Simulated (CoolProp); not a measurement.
R21 at 293.15 K and 0.0813 MPa is compressed adiabatically to 0.635 MPa with isentropic efficiency 0.8. Each further row changes one setting.

Computed with CoolProp (reference Helmholtz-energy equation of state, Platzer 1990). This equation is an older, rougher fit.

| case | work (kJ/kg) | final temperature (K) | final density (kg/m³) |
|---|---|---|---|
| as stated | 67.1 | 406.0 | 20.7 |
| efficiency 1 | 53.7 | 387.7 | 21.9 |
| efficiency 0.65 | 82.6 | 426.9 | 19.4 |
